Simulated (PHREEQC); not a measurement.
Make-up at 30 °C: 0.005 mol HF, 0.0023 mol KF, 0.0001 mol H2SiF6 and 0.22 mol HCl per kg of water. Closed to the air; pH follows from the charge balance.

The numbers come from PHREEQC with the ion-association model, wateq4f.dat.

This is a speciation only: nothing precipitates in the calculation.

Problem. What pH, activity of water does the model give?

Solution. pH 0.76; activity of water 0.992.

Problem. In which forms is Si present?

Solution. SiF6-2 56 %, H4SiO4 44 % of the Si.

SiF6-2 is the database's only silicon fluoride.
